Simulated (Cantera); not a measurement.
Standard-state values (1 bar) from the NASA 1993 polynomials, evaluated with Cantera. Values are per mole of reaction as written; species without (g) are pure solids or liquids, kept so even where they would boil at 1 bar.

2 Li2O + H2(g) = 4 Li(g) + 2 OH(g)

```json
[
 {"T (K)": "523", "ΔH° (kJ)": "1910.1", "ΔS° (J/K)": "708.9", "ΔG° (kJ)": "1539.3", "log10 K": "-153.74"},
 {"T (K)": "673", "ΔH° (kJ)": "1904.8", "ΔS° (J/K)": "700.2", "ΔG° (kJ)": "1433.6", "log10 K": "-111.27"},
 {"T (K)": "823", "ΔH° (kJ)": "?", "ΔS° (J/K)": "?", "ΔG° (kJ)": "?", "log10 K": "?"},
 {"T (K)": "973", "ΔH° (kJ)": "1890.2", "ΔS° (J/K)": "682.4", "ΔG° (kJ)": "1226.3", "log10 K": "-65.83"},
 {"T (K)": "1123", "ΔH° (kJ)": "?", "ΔS° (J/K)": "?", "ΔG° (kJ)": "?", "log10 K": "?"},
 {"T (K)": "1273", "ΔH° (kJ)": "1870.4", "ΔS° (J/K)": "665.5", "ΔG° (kJ)": "1023.3", "log10 K": "-41.99"},
 {"T (K)": "1423", "ΔH° (kJ)": "?", "ΔS° (J/K)": "?", "ΔG° (kJ)": "?", "log10 K": "?"},
 {"T (K)": "1573", "ΔH° (kJ)": "1848.2", "ΔS° (J/K)": "649.8", "ΔG° (kJ)": "826.0", "log10 K": "-27.43"}
]
```

Problem. Some entries are withheld; supply them.

Solution. 
- 823, ΔH° (kJ): 1898.2
- 823, ΔS° (J/K): 691.2
- 823, ΔG° (kJ): 1329.3
- 823, log10 K: -84.37
- 1123, ΔH° (kJ): 1880.5
- 1123, ΔS° (J/K): 673.9
- 1123, ΔG° (kJ): 1123.7
- 1123, log10 K: -52.27
- 1423, ΔH° (kJ): 1859.6
- 1423, ΔS° (J/K): 657.5
- 1423, ΔG° (kJ): 924.0
- 1423, log10 K: -33.92
